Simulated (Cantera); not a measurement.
A freely propagating, adiabatic, planar premixed flame of CH3OH : O2 : N2 = 1 : 1.76 : 6.64 (molar parts), unburnt at 698 K and 0.600 bar; mixture-averaged transport, grid criteria slope 0.08 and curve 0.16, no radiation.

Computed with Cantera and GRI-Mech 3.0 (53 species, 325 reactions). GRI-Mech 3.0 was tuned for natural gas; its chemistry of methanol as a main component is partial and can be far from experiment. Burning velocities carry a grid error of a few per cent, more on coarse grids.

Question: What does this change do: O2 1.76 to 2.2 parts?

Answer: 
| quantity | before | after |
|---|---|---|
| laminar burning velocity | 166 cm/s | 152 cm/s |
| thermal thickness | 0.424 mm | 0.433 mm |
| peak x(CH4) | 7.50e-5 | 4.09e-5 |
| peak x(CH2) | 7.86e-6 | 4.08e-6 |
| peak x(HCN) | 1.15e-7 | 3.79e-8 |
| peak x(H) | 0.00988 | 0.00688 |

Question: What does this change do: O2 1.76 to 1.4 parts?

Answer: 
```json
[
 {"quantity": "laminar burning velocity", "before": "166 cm/s", "after": "165 cm/s"},
 {"quantity": "thermal thickness", "before": "0.424 mm", "after": "0.434 mm"},
 {"quantity": "peak x(CH4)", "before": "7.50e-5", "after": "0.000137"},
 {"quantity": "peak x(CH2)", "before": "7.86e-6", "after": "1.27e-5"},
 {"quantity": "peak x(HCN)", "before": "1.15e-7", "after": "3.01e-7"},
 {"quantity": "peak x(H)", "before": "0.00988", "after": "0.0131"}
]
```
